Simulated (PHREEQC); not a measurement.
Consider water at 25 °C with 0.013 mol/kgw KH2PO4 and 0.021 mol/kgw NaF. Closed to the air; pH follows from the charge balance.

All values are PHREEQC results (ion-association model, phreeqc.dat), not measurements.

```yaml
pH: 5.18
ionic_strength: 0.0340 mol/kgw
specific_conductance: 3160 µS/cm
```

```
species  molality  activity   log γ
-------  --------  --------  ------
Na+        0.0208    0.0176  -0.073
F-         0.0206    0.0173  -0.078
K+         0.0130    0.0109  -0.077
H2PO4-     0.0128    0.0109  -0.071
HPO4-2   0.000197  0.000101  -0.289
NaF      0.000173  0.000175   0.003
HF       0.000171  0.000173   0.003
HF2-      1.36e-5   1.14e-5  -0.074
H3PO4     1.06e-5   1.07e-5   0.003
H+        7.68e-6   6.67e-6  -0.061
```

This is a speciation only: nothing precipitates in the calculation.
